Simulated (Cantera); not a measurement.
A closed system holds: 1 mol Si, 0.37 mol H2O, 88 mol H2, equilibrated at 30.0 Pa.

These are equilibrium values from Cantera (NASA tables, ideal gas, pure condensed phases), not measurements of a reactor. Candidate condensed phases: H2O, Si, SiO2; 18 gas species. Mutual solubility and eutectic melting of coexisting phases are not modelled. The tables hold silica as quartz up to 1696 K and as liquid above; real silica turns to tridymite and cristobalite and melts near 1996 K. Equilibrium is a limit: real reactors are often held back by kinetics, nucleation or transport.

Question: Which condensed phases are stable at each of these points (T (K)): 973, 1048, 1123, 1198, 1273, 1348, 1423?

Answer: 
```csv
T (K),condensed phases,Si condensed (%)
973,Si(s) + SiO2(β-quartz),100.0
1048,Si(s) + SiO2(β-quartz),99.9
1123,Si(s) + SiO2(β-quartz),98.5
1198,Si(s) + SiO2(β-quartz),85.1
1273,Si(s),63.0
1348,Si(s),63.0
1423,Si(s),62.9
```

From 973 K to 1198 K the condensed part is Si(s) + SiO2(β-quartz). From 1273 K to 1423 K the condensed part is Si(s).
